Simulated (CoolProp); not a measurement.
Vapour-liquid equilibrium of ethanol (1) + dimethyl carbonate (2) at 0.0468 MPa; x and y are mole fractions of (1).

Computed with CoolProp (multi-fluid Helmholtz-energy mixture model, Schroeder 2014 and Zhou 2011; pair parameters Bell 2016).

Give the bubble temperature and the first vapour's composition at x = 0.05, 0.55, 0.65. Is there an azeotrope?

x = 0.05: 337.2 K, y = 0.165; x = 0.55: 328.7 K, y = 0.594; x = 0.65: 328.7 K, y = 0.631. y crosses x between x = 0.55 and 0.65: the model has an azeotrope there.

Pair parameters are fitted to limited data, so mixtures are less certain than the pure fluids.
